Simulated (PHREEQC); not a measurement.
1 kg of water holding 0.0034 mol KCl, 0.61 mol MgCl2 and 0.012 mol CaCl2 is evaporated at 25 °C; the solids stay in contact with the brine. No CO2 enters from the air. The run lets Bischofite, Brucite, Carnallite, Portlandite, Sylvite, MgCl2_4H2O precipitate or redissolve, and no other solid.

Base run: PHREEQC, Pitzer model, pitzer.dat. Each further column changes one thing. The table gives water activity.

| H2O removed (mol) | base | temperature from 25 to 50 °C | temperature from 25 to 5 °C |
|---|---|---|---|
| 0 | 0.968 | 0.968 | 0.967 |
| 9.886 | 0.959 | 0.960 | 0.958 |
| 18.01 | 0.948 | 0.949 | 0.946 |
| 30.18 | 0.912 | 0.915 | 0.909 |
| 34.69 | 0.884 | 0.889 | 0.880 |
| 38.4 | 0.845 | 0.852 | 0.840 |
| 41.44 | 0.793 | 0.803 | 0.785 |
| 46.01 | 0.630 | 0.650 | 0.615 |
| 47.7 | 0.515 | 0.540 | 0.495 |
| 49.09 | 0.380 | 0.410 | 0.358 |

 Away from 25 °C the constants follow the database's enthalpies or fits; those with neither stay at their 25 °C values.
